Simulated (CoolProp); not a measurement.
Oxygen at several states: Z from the reference equation and from simpler models built on Tc = -118.6 °C, pc = 50.46 bar, ω = 0.022; each cubic takes its own stable root.

Model: reference Helmholtz-energy equation of state, Schmidt 1985, in CoolProp. Above 300 K oxygen's equation is extrapolated.

| T (°C) | p (bar) | phase | reference |
|---|---|---|---|
| -149.95 | 0.633 | gas | 0.9919 |
| -168.75 | 23.9 | liquid | 0.08207 |
| 334.75 | 30.3 | gas | 1.008 |
| 55.05 | 6.4 | gas | 0.9977 |
| -81.95 | 11.2 | gas | 0.9607 |

Problem. How far does each simpler model (van der Waals, Redlich-Kwong, Soave-Redlich-Kwong, Peng-Robinson) lie from the reference over these 5 states: mean and median of the absolute difference, and the worst?

Solution. 
- van der Waals: mean 9.2 %, median 0.2 %, worst +44.9 % at -168.75 °C and 23.9 bar
- Redlich-Kwong: mean 0.1 %, median 0.1 %, worst -0.3 % at 334.75 °C and 30.3 bar
- Soave-Redlich-Kwong: mean 0.2 %, median 0.1 %, worst +0.8 % at -168.75 °C and 23.9 bar
- Peng-Robinson: mean 2.4 %, median 0.2 %, worst -10.8 % at -168.75 °C and 23.9 bar
